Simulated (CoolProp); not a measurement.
Vapour-liquid equilibrium of p-xylene (1) + n-decane (2) at 352.4 K; x and y are mole fractions of (1).

Values from CoolProp's multi-fluid Helmholtz-energy mixture model, Zhou 2012 and Lemmon 2006; pair parameters Bell 2016.

Question: Give the bubble pressure and the first vapour's composition at x = 0.15, 0.35, 0.65. Is there an azeotrope?

Answer: x = 0.15: 5.889 kPa, y = 0.428; x = 0.35: 8.257 kPa, y = 0.682; x = 0.65: 11.50 kPa, y = 0.871. No azeotrope shows between x = 0.05 and 0.95.

Pair parameters are fitted to limited data, so mixtures are less certain than the pure fluids.
